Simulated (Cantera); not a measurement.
Silicon nitride deposition: trisilylamine + N2 + NH3

Feed: 1 mol trisilylamine, 0.39 mol N2, 34 mol NH3, held at 1.33 mbar.

Cantera equilibrium calculation (NASA polynomials, part measured and part estimated; ideal gas, pure solids and liquids). Candidate condensed phases: Si, Si3N4; 18 gas species. The feed counts by its element totals alone. Mutual solubility and eutectic melting of coexisting phases are not modelled. The tables' values for SiN are old estimates; treat these amounts as uncertain. Gases not in the tables: Si2H6 and higher silanes. Equilibrium is a limit: real reactors are often held back by kinetics, nucleation or transport.

From 700 K to 1500 K the condensed part is Si3N4(s). At 1600 K the condensed part is Si(s) + Si3N4(s). From 1700 K to 2000 K the condensed part is Si(l).

```
T (K)  log p H2  log p N2  log p H  log p Si  log p SiH  log p Si2  n Si3N4(s)  n Si(s)  n Si(l)
-----  --------  --------  -------  --------  ---------  ---------  ----------  -------  -------
700       -2.98     -3.53     <-14      <-14       <-14       <-14        1.00        0        0
800       -2.98     -3.53   -13.03      <-14       <-14       <-14        1.00        0        0
900       -2.98     -3.53   -11.42      <-14       <-14       <-14        1.00        0        0
1000      -2.98     -3.53   -10.14      <-14       <-14       <-14        1.00        0        0
1100      -2.98     -3.53    -9.08      <-14       <-14       <-14        1.00        0        0
1200      -2.98     -3.53    -8.20    -14.54     -14.85       <-14        1.00        0        0
1300      -2.98     -3.53    -7.45    -12.21     -12.79       <-14        1.00        0        0
1400      -2.98     -3.53    -6.81    -10.23     -11.02     -14.60       1.000        0        0
1500      -2.98     -3.53    -6.25     -8.51      -9.49     -11.93       1.000        0        0
1600      -2.99     -3.52    -5.76     -7.01      -8.17      -9.61       0.911    0.260        0
1700      -3.00     -3.49    -5.33     -6.17      -7.48      -8.53           0        0     2.96
1800      -3.00     -3.49    -4.95     -5.50      -6.94      -7.72           0        0     2.81
1900      -3.01     -3.50    -4.61     -4.90      -6.47      -6.99           0        0     2.24
2000      -3.03     -3.51    -4.30     -4.36      -6.05      -6.35           0        0    0.302
```
log p: log10 of the partial pressure in bar; n: condensed amount in mol.
